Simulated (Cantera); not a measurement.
A Cantera script and its output.

```python
import numpy as np
import cantera as ct

gas = ct.Solution("gri30.yaml")
gas.TPX = 623, 40000, {'CH4': 1, 'O2': 1.43, 'N2': 5.37}
flame = ct.FreeFlame(gas, width=0.076)
flame.set_refine_criteria(ratio=3, slope=0.08, curve=0.16)
flame.transport_model = "unity-Lewis-number"
flame.solve(loglevel=0, auto=True)
z, T = flame.grid, flame.T
thick = (T[-1] - T[0]) / np.gradient(T, z).max()
show = ['CH4', 'O2', 'H', 'NO', 'CO', 'H2']
print(f"laminar burning velocity  {flame.velocity[0] * 100:.3f} cm/s")
print(f"burnt temperature         {T[-1]:.1f} K")
print(f"thermal thickness         {thick * 1e3:.4f} mm")
print(f"grid points               {len(z)}")
z0 = z[flame.heat_release_rate.argmax()]
print(f"{'z/mm':>9s}{'T/K':>9s}{'u/(m/s)':>9s}" + "".join(f"{s:>11s}" for s in show))
rows = []
for k in (-3, -2, -1.5, -1, -0.5, -0.25, 0, 0.25, 0.5, 1, 2, 4, 8):
    zz = z0 + k * thick
    rows.append([k * thick, np.interp(zz, z, T), np.interp(zz, z, flame.velocity),
                 *(np.interp(zz, z, flame.X[gas.species_index(s)]) for s in show)])
    print(f"{rows[-1][0] * 1e3:9.3f}{rows[-1][1]:9.1f}{rows[-1][2]:9.3f}" + "".join(f"{x:11.3e}" for x in rows[-1][3:]))
```

It prints:

```
laminar burning velocity  67.261 cm/s
burnt temperature         2196.3 K
thermal thickness         1.2426 mm
grid points               143
     z/mm      T/K  u/(m/s)        CH4         O2          H         NO         CO         H2
   -3.728    623.8    0.673  1.281e-01  1.832e-01  2.644e-13  2.373e-08  4.151e-05  3.431e-05
   -2.485    630.7    0.681  1.275e-01  1.825e-01  3.724e-11  2.361e-07  4.119e-04  3.404e-04
   -1.864    655.6    0.709  1.252e-01  1.797e-01  1.527e-09  1.011e-06  1.750e-03  1.447e-03
   -1.243    776.8    0.845  1.140e-01  1.658e-01  2.084e-07  4.974e-06  8.400e-03  6.943e-03
   -0.621   1216.1    1.355  7.089e-02  1.125e-01  2.970e-05  2.106e-05  3.398e-02  2.808e-02
   -0.311   1588.9    1.811  3.340e-02  6.491e-02  5.701e-04  3.631e-05  5.682e-02  4.657e-02
    0.000   1925.1    2.243  5.486e-03  2.155e-02  5.141e-03  5.787e-05  7.647e-02  5.870e-02
    0.311   2051.3    2.404  2.709e-04  4.803e-03  1.153e-02  8.840e-05  7.957e-02  5.735e-02
    0.621   2074.9    2.432  1.069e-05  1.634e-03  1.352e-02  1.127e-04  7.702e-02  5.696e-02
    1.243   2090.4    2.447  5.846e-08  9.157e-04  1.308e-02  1.331e-04  7.492e-02  5.819e-02
    2.485   2109.7    2.466  9.257e-11  6.791e-04  1.129e-02  1.425e-04  7.470e-02  5.866e-02
    4.970   2134.4    2.490  4.094e-14  4.364e-04  8.839e-03  1.467e-04  7.505e-02  5.879e-02
    9.940   2159.7    2.514  3.867e-14  2.297e-04  6.261e-03  1.501e-04  7.544e-02  5.897e-02
```

Cantera simulation using GRI-Mech 3.0 (53 species, 325 reactions); the numbers are that mechanism's predictions, not measurements. Unity Lewis numbers drop preferential diffusion, which matters most where H2 and H carry the flame. Burning velocities carry a grid error of a few per cent, more on coarse grids.
